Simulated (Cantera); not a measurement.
Input: 1 mol MgCO₃, 0.1 mol SO₃, 2.4 mol CO₂, held at 823.15 K and 14.0 bar.

Method: chemical equilibrium by Gibbs-energy minimisation in Cantera with the NASA 1993 tables (ideal gas, pure condensed phases). Candidate condensed phases: C, Mg, MgCO₃, MgO, MgS, MgSO₄, S; 26 gas species. Equilibrium is a limit: real reactors are often held back by kinetics, nucleation or transport.

Base state: CO₂ 1.00 (mole fractions); condensed: MgO(s) + MgSO₄(s).

Problem. What changes in the equilibrium state with this change: MgCO₃ replaced by FeS₂?

Solution. 
```
species         before     after
-------------  -------  --------
CO₂               1.00     0.946
SO₂            2.68e-8    0.0541
S₂               <1e-9  0.000162
COS              <1e-9   7.57e-5
S₂O              <1e-9   4.16e-5
CO               <1e-9   3.56e-5
MgO(s), mol      0.900         0
MgSO₄(s), mol   0.1000         0
FeS₂(s), mol         0     0.981
Fe₃O₄(s), mol        0   0.00641
```
Gases not in the tables: S₃ to S₇. Further candidate phases: Fe, Fe(CO)₅, FeO, FeS, FeSO₄, FeS₂, Fe₂O₃, Fe₂(SO₄)₃, Fe₃O₄.
